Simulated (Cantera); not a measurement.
Hydrocarbon pyrolysis for carbon deposition

A perfectly stirred reactor is fed with 20.8 % CH4, 79.2 % N2, at 0.220 bar; it is held at 1423 K, and followed from long to short residence time.

Detailed kinetics in Cantera: GRI-Mech 3.0 (53 species, 325 reactions). GRI-Mech 3.0 stops at C3 and has no aromatics, soot or wall deposition, so with more carbon than oxygen in the feed, carbon stays in small species such as C2H2 where larger ones or solid carbon would form.

```
τ (s)     x CH4      x H    x CH3    x C2H4    x C2H2
-------  ------  -------  -------  --------  --------
27       0.0894  2.94e-6  3.58e-5   0.00125    0.0480
3.7       0.162  1.18e-6  6.75e-5   0.00108    0.0180
0.51      0.198  2.98e-7  9.36e-5   0.00129   0.00287
0.072     0.207  3.47e-8  7.72e-5  0.000272   6.65e-5
0.0099    0.208  7.71e-9  3.55e-5   8.00e-6   1.77e-7
0.0014    0.208  5.16e-9  9.38e-6   7.52e-8  1.63e-10
0.00019   0.208  4.97e-9  1.34e-6  2.02e-10    <1e-12
```
x: mole fraction; the columns are a selection and need not sum to one.
